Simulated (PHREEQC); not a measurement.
Solution (25 °C): 0.0041 mol Cu(BF4)2 and 0.00086 mol H2SO4 per kg of water. Closed to the air; pH follows from the charge balance.

The numbers come from PHREEQC with the ion-association model, wateq4f.dat.

Precipitation was switched off in this run.

Question: What pH does the model give?

Answer: pH 2.72.

Question: In which forms is Cu present?

Answer: Cu+2 94 %, CuSO4 4.5 %, CuF+ 1.7 % of the Cu.

Real BF4- forms and hydrolyses slowly; the run takes it at equilibrium.
